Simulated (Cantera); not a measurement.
# Thermodynamics of oxide etching and cleaning by halides, feed MgO + HCl + O2

Charge: 1 mol MgO, 8.7 mol HCl, 0.075 mol O2, held at 0.000930 bar.

Method: chemical equilibrium by Gibbs-energy minimisation in Cantera with the NASA 1993 tables (ideal gas, pure condensed phases). Candidate condensed phases: H2O, Mg, MgCl2, MgO, Mg(OH)2; 22 gas species. Condensed phases not in the tables: MgOHCl. Equilibrium is a limit: real reactors are often held back by kinetics, nucleation or transport.

```json
[
 {"T (K)": "850", "log p HCl": "-3.05", "log p H2O": "-4.80", "log p MgCl2": "-7.37", "log p Cl": "-6.95", "log p H2": "-13.56", "log p Cl2": "-4.80", "n MgO(s)": "1.000"},
 {"T (K)": "950", "log p HCl": "-3.05", "log p H2O": "-4.80", "log p MgCl2": "-6.42", "log p Cl": "-6.16", "log p H2": "-12.32", "log p Cl2": "-4.82", "n MgO(s)": "0.996"},
 {"T (K)": "1050", "log p HCl": "-3.05", "log p H2O": "-4.80", "log p MgCl2": "-5.67", "log p Cl": "-5.55", "log p H2": "-11.25", "log p Cl2": "-4.90", "n MgO(s)": "0.980"},
 {"T (K)": "1150", "log p HCl": "-3.05", "log p H2O": "-4.72", "log p MgCl2": "-5.13", "log p Cl": "-5.11", "log p H2": "-10.24", "log p Cl2": "-5.10", "n MgO(s)": "0.931"},
 {"T (K)": "1250", "log p HCl": "-3.06", "log p H2O": "-4.57", "log p MgCl2": "-4.79", "log p Cl": "-4.83", "log p H2": "-9.23", "log p Cl2": "-5.45", "n MgO(s)": "0.846"},
 {"T (K)": "1350", "log p HCl": "-3.08", "log p H2O": "-4.40", "log p MgCl2": "-4.55", "log p Cl": "-4.67", "log p H2": "-8.22", "log p Cl2": "-5.90", "n MgO(s)": "0.733"},
 {"T (K)": "1450", "log p HCl": "-3.10", "log p H2O": "-4.24", "log p MgCl2": "-4.36", "log p Cl": "-4.57", "log p H2": "-7.27", "log p Cl2": "-6.38", "n MgO(s)": "0.589"},
 {"T (K)": "1550", "log p HCl": "-3.12", "log p H2O": "-4.12", "log p MgCl2": "-4.21", "log p Cl": "-4.52", "log p H2": "-6.39", "log p Cl2": "-6.86", "n MgO(s)": "0.416"},
 {"T (K)": "1650", "log p HCl": "-3.15", "log p H2O": "-4.02", "log p MgCl2": "-4.09", "log p Cl": "-4.46", "log p H2": "-5.66", "log p Cl2": "-7.26", "n MgO(s)": "0.222"},
 {"T (K)": "1750", "log p HCl": "-3.18", "log p H2O": "-3.93", "log p MgCl2": "-3.99", "log p Cl": "-4.35", "log p H2": "-5.15", "log p Cl2": "-7.50", "n MgO(s)": "0.0238"},
 {"T (K)": "1850", "log p HCl": "-3.20", "log p H2O": "-3.93", "log p MgCl2": "-3.99", "log p Cl": "-4.20", "log p H2": "-4.79", "log p Cl2": "-7.59", "n MgO(s)": "0"}
]
```
log p: log10 of the partial pressure in bar; n: condensed amount in mol.

From 850 K to 1750 K the condensed part is MgO(s). At 1850 K nothing is condensed. The main Mg-bearing gas is MgCl2 throughout. The share of Mg in condensed phases is highest at 850 K (100.0 %) and lowest at 1850 K (0.0 %).
